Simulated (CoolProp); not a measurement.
Octamethylcyclotetrasiloxane (D4) at several states: density (kg/m³) from the reference equation and from simpler models built on Tc = 586.5 K, pc = 1.347 MPa, ω = 0.598; each cubic takes its own stable root.

The numbers come from the reference Helmholtz-energy equation of state, Thol 2015 in CoolProp.

```tsv
T (K)	p (MPa)	phase	reference
344.2	0.0348	liquid	897.6
551	0.885	liquid	581.6
403.7	0.0112	gas	1.002
```

### Question
How far does each simpler model (van der Waals, Redlich-Kwong) lie from the reference over these 3 states: mean and median of the absolute difference, and the worst?

### Answer
- van der Waals: mean 62.0 %, median 85.7 %, worst -99.6 % at 344.2 K and 0.0348 MPa
- Redlich-Kwong: mean 33.7 %, median 16.3 %, worst -84.4 % at 551 K and 0.885 MPa

At some of these states van der Waals, Redlich-Kwong gives the other phase, because its saturation line lies elsewhere.
